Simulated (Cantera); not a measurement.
Cantera run:

```python
import numpy as np
import cantera as ct

gas_names = """
    AL ALCL ALCL2 ALCL3 ALH ALN AL2 AL2CL6 CL CL2 H HCL H2 N NH NH2 NH3 N2 N2H2 N2H4
""".split()
cond_names = """
    AL(cr) AL(L) ALCL3(s) ALCL3(L) ALN(s) NH4CL(a) NH4CL(b)
""".split()


# ... load() reads the species with a 1 bar reference pressure and builds the phases ...
atoms = {
    'Al': {'AL': 1},
    'HCl': {'H': 1, 'CL': 1},
    'N2': {'N': 2},
}
top_T = {'ALN(s)': 2750}  # K; cautious upper limits of use, not melting points


# ... equilibrate(T, P, feed) seeds the gas with the atoms and calls Mixture.equilibrate('TP', solver="vcs", rtol=1e-11, max_steps=5000) ...
results = []
feed = {'Al': 1, 'HCl': 1.6, 'N2': 0.55}  # mol
P = 2.2  # Pa
for T in [498, 548, 598, 648, 698, 748, 798, 848, 898, 948, 998, 1048, 1098, 1148]:
    mix = equilibrate(T, P, feed)
    results.append((T, P, feed, dict(zip(mix.species_names, mix.species_moles))))
    x = sorted(zip(gas.X, gas.species_names), reverse=True)
    print(f"T = {T:g} K  P = {P:g} Pa  gas = {mix.phase_moles(0):.4g} mol")
    print("   x: " + "  ".join(f"{s} {v:.3e}" for v, s in x if v > 0.001))
    print("   condensed (mol): " + ("  ".join(f"{mix.phase(i).name} {mix.phase_moles(i):.4g}"
          for i in range(1, mix.n_phases) if mix.phase_moles(i) > 1e-12) or "none"))
```

Result:

```
T = 498 K  P = 2.2 Pa  gas = 1.531 mol
   x: H2 4.255e-01  HCL 1.937e-01  N2 1.745e-01  ALCL3 1.289e-01  AL2CL6 7.741e-02
   condensed (mol): ALN(s) 0.5655
T = 548 K  P = 2.2 Pa  gas = 1.624 mol
   x: H2 3.915e-01  ALCL3 2.286e-01  HCL 2.024e-01  N2 1.613e-01  AL2CL6 1.620e-02
   condensed (mol): ALN(s) 0.5762
T = 598 K  P = 2.2 Pa  gas = 1.646 mol
   x: H2 3.893e-01  ALCL3 2.552e-01  HCL 1.932e-01  N2 1.601e-01  AL2CL6 2.147e-03
   condensed (mol): ALN(s) 0.5727
T = 648 K  P = 2.2 Pa  gas = 1.649 mol
   x: H2 3.935e-01  ALCL3 2.616e-01  HCL 1.831e-01  N2 1.615e-01
   condensed (mol): ALN(s) 0.5673
T = 698 K  P = 2.2 Pa  gas = 1.65 mol
   x: H2 3.977e-01  ALCL3 2.650e-01  HCL 1.743e-01  N2 1.629e-01
   condensed (mol): ALN(s) 0.5625
T = 748 K  P = 2.2 Pa  gas = 1.65 mol
   x: H2 4.014e-01  ALCL3 2.676e-01  HCL 1.669e-01  N2 1.641e-01
   condensed (mol): ALN(s) 0.5584
T = 798 K  P = 2.2 Pa  gas = 1.65 mol
   x: H2 4.046e-01  ALCL3 2.697e-01  N2 1.652e-01  HCL 1.604e-01
   condensed (mol): ALN(s) 0.5549
T = 848 K  P = 2.2 Pa  gas = 1.65 mol
   x: H2 4.074e-01  ALCL3 2.716e-01  N2 1.661e-01  HCL 1.549e-01
   condensed (mol): ALN(s) 0.5519
T = 898 K  P = 2.2 Pa  gas = 1.65 mol
   x: H2 4.098e-01  ALCL3 2.732e-01  N2 1.669e-01  HCL 1.501e-01
   condensed (mol): ALN(s) 0.5492
T = 948 K  P = 2.2 Pa  gas = 1.65 mol
   x: H2 4.119e-01  ALCL3 2.746e-01  N2 1.676e-01  HCL 1.458e-01
   condensed (mol): ALN(s) 0.5468
T = 998 K  P = 2.2 Pa  gas = 1.65 mol
   x: H2 4.138e-01  ALCL3 2.758e-01  N2 1.683e-01  HCL 1.421e-01
   condensed (mol): ALN(s) 0.5447
T = 1048 K  P = 2.2 Pa  gas = 1.651 mol
   x: H2 4.153e-01  ALCL3 2.765e-01  N2 1.689e-01  HCL 1.387e-01
   condensed (mol): ALN(s) 0.5426
T = 1098 K  P = 2.2 Pa  gas = 1.652 mol
   x: H2 4.165e-01  ALCL3 2.765e-01  N2 1.695e-01  HCL 1.355e-01  ALCL2 1.504e-03
   condensed (mol): ALN(s) 0.5399
T = 1148 K  P = 2.2 Pa  gas = 1.658 mol
   x: H2 4.164e-01  ALCL3 2.740e-01  N2 1.706e-01  HCL 1.322e-01  ALCL2 4.071e-03  ALCL 2.704e-03
   condensed (mol): ALN(s) 0.5345
```

Cantera equilibrium calculation (NASA polynomials, part measured and part estimated; ideal gas, pure solids and liquids). The tables' values for AlCl2 are old estimates; treat these amounts as uncertain.
